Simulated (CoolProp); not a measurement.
Vapour-liquid equilibrium of R13 (1) + isobutane (2) at -83.65 °C; x and y are mole fractions of (1).

Model: multi-fluid Helmholtz-energy mixture model, Platzer 1990 and Bücker 2006; pair parameters Bell 2016, in CoolProp. This equation is an older, rougher fit; its heat capacities, sound speeds and derivatives of the liquid may be far off and weren't checked against measurements.

**Question.** Give the bubble pressure and the first vapour's composition at x = 0.35, 0.65, 0.85. Is there an azeotrope?

**Answer.** x = 0.35: 0.4887 bar, y = 0.974; x = 0.65: 0.6685 bar, y = 0.986; x = 0.85: 0.7837 bar, y = 0.993. No azeotrope shows between x = 0.05 and 0.95.

Pair parameters are fitted to limited data, so mixtures are less certain than the pure fluids. With so large a gap from Raoult's law the liquid may split in two, which this calculation doesn't test in full.
